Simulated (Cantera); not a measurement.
Feed: 1 mol SiO₂, 0.62 mol Al₂O₃, 5.6 mol H₂, held at 900 K and 750 Torr.

These are equilibrium values from Cantera (NASA tables, ideal gas, pure condensed phases), not measurements of a reactor. Candidate condensed phases: Al, Al₂O₃, Al₂SiO₅, Al₆Si₂O₁₃, H₂O, Si, SiO₂; 28 gas species. Condensed phases not in the tables: alloys, solid solutions and most ternary compounds. Kinetics and transport are ignored.

Base state: H₂ 1.00 (mole fractions); condensed: Al₂SiO₅(andalusite) + SiO₂(β-quartz).

Task: What changes in the equilibrium state with this change: temperature from 900 K to 1625 K?

Result: 
```csv
species,before,after
H₂,1.00,0.999
H₂O,1.33e-9,0.000219
SiO,<1e-9,0.000219
H,<1e-9,7.05e-5
"Al₂SiO₅(andalusite), mol",0.620,0
"SiO₂(β-quartz), mol",0.380,0.585
"Al₆Si₂O₁₃(mullite), mol",0,0.207
```
Mutual solubility and eutectic melting of coexisting phases are not modelled. The tables hold silica as quartz up to 1696 K and as liquid above; real silica turns to tridymite and cristobalite and melts near 1996 K.
